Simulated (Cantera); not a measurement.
Charge: 1 mol Si3N4, 0.21 mol CO2, 120 mol N2, held at 13.3 mbar.

Method: chemical equilibrium by Gibbs-energy minimisation in Cantera with the NASA 1993 tables (ideal gas, pure condensed phases). Candidate condensed phases: C, Si, SiC, SiO2, Si2N2O, Si3N4; 34 gas species. Mutual solubility and eutectic melting of coexisting phases are not modelled. Kinetics and transport are ignored.

At 1402 °C, list the 3 most abundant gas species with their mole fractions, and the condensed phases.

N2 0.997, CO 0.00174, SiO 0.00123. Condensed: Si2N2O(s) + Si3N4(s).
